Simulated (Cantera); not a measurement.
An adiabatic, constant-pressure homogeneous reactor starts with H₂ : O₂ : N₂ = 1 : 0.217 : 1.22 (molar parts), equivalence ratio 2.3, at 1125 K and 0.701 atm. Integrator tolerance rtol = 1e-08.

Cantera simulation using the H2/O2 subset of GRI-Mech 3.0, which has no nitrogen chemistry; the numbers are that mechanism's predictions, not measurements.

**Question.** What does this change do: initial temperature 1125 to 1500 K?

**Answer.** 
| quantity | before | after |
|---|---|---|
| time of steepest temperature rise | 0.142 ms | 25.0 µs |
| temperature at 0.500 s | 2364 K | 2597 K |
| equilibrium temperature | 2364 K | 2597 K |
| x(H₂) at 0.500 s | 0.250 (gas-phase equilibrium 0.250) | 0.243 (gas-phase equilibrium 0.243) |
| x(O₂) at 0.500 s | 7.45e-6 (gas-phase equilibrium 7.45e-6) | 7.52e-5 (gas-phase equilibrium 7.52e-5) |
| x(H₂O₂) at 0.500 s | 2.30e-9 (gas-phase equilibrium 2.30e-9) | 1.19e-8 (gas-phase equilibrium 1.19e-8) |
| x(H) at 0.500 s | 0.00798 (gas-phase equilibrium 0.00798) | 0.0223 (gas-phase equilibrium 0.0223) |
| x(HO₂) at 0.500 s | 5.77e-9 (gas-phase equilibrium 5.77e-9) | 5.98e-8 (gas-phase equilibrium 5.98e-8) |
| x(OH) at 0.500 s | 0.00108 (gas-phase equilibrium 0.00108) | 0.00399 (gas-phase equilibrium 0.00399) |
| x(O) at 0.500 s | 2.32e-5 (gas-phase equilibrium 2.32e-5) | 0.000238 (gas-phase equilibrium 0.000238) |

**Question.** What does this change do: H2 1 to 0.37 parts?

**Answer.** 
```csv
quantity,before,after
time of steepest temperature rise,0.142 ms,0.128 ms
temperature at 0.500 s,2364 K,2455 K
equilibrium temperature,2364 K,2455 K
x(H₂) at 0.500 s,0.250 (gas-phase equilibrium 0.250),0.00838 (gas-phase equilibrium 0.00838)
x(O₂) at 0.500 s,7.45e-6 (gas-phase equilibrium 7.45e-6),0.0205 (gas-phase equilibrium 0.0205)
x(H₂O₂) at 0.500 s,2.30e-9 (gas-phase equilibrium 2.30e-9),1.63e-7 (gas-phase equilibrium 1.63e-7)
x(H) at 0.500 s,0.00798 (gas-phase equilibrium 0.00798),0.00225 (gas-phase equilibrium 0.00225)
x(HO₂) at 0.500 s,5.77e-9 (gas-phase equilibrium 5.77e-9),2.96e-6 (gas-phase equilibrium 2.96e-6)
x(OH) at 0.500 s,0.00108 (gas-phase equilibrium 0.00108),0.0111 (gas-phase equilibrium 0.0111)
x(O) at 0.500 s,2.32e-5 (gas-phase equilibrium 2.32e-5),0.00198 (gas-phase equilibrium 0.00198)
```
